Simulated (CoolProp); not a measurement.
Vapour-liquid equilibrium of R152A (1) + methanol (2) at 320.1 K; x and y are mole fractions of (1).

The numbers come from the multi-fluid Helmholtz-energy mixture model, Outcalt 1996 and de Reuck 1993; pair parameters Bell 2016 in CoolProp.

| x | bubble pressure, mixture model (bar) | bubble pressure, Raoult's law (bar) | y, mixture model | y, Raoult's law |
|---|---|---|---|---|
| 0.05 | 2.316 | 1.008 | 0.789 | 0.541 |
| 0.2 | 5.057 | 2.570 | 0.904 | 0.848 |
| 0.35 | 6.155 | 4.132 | … | 0.923 |
| 0.5 | … | 5.694 | 0.936 | 0.957 |
| 0.65 | 7.806 | 7.256 | 0.950 | 0.977 |
| 0.8 | … | 8.818 | 0.968 | 0.989 |
| 0.95 | 10.34 | 10.38 | … | 0.998 |

Task: What belongs in the gaps?

Result: 
- 0.35, y, mixture model: 0.924
- 0.5, bubble pressure, mixture model (bar): 6.933
- 0.8, bubble pressure, mixture model (bar): 8.918
- 0.95, y, mixture model: 0.991

The largest gap from Raoult's law is +129.8 % in bubble pressure, at x = 0.05. No azeotrope shows between x = 0.05 and 0.95.

The pair parameters rest on a limited set of measurements; away from them the model extrapolates. With so large a gap from Raoult's law the liquid may split in two, which this calculation doesn't test in full.
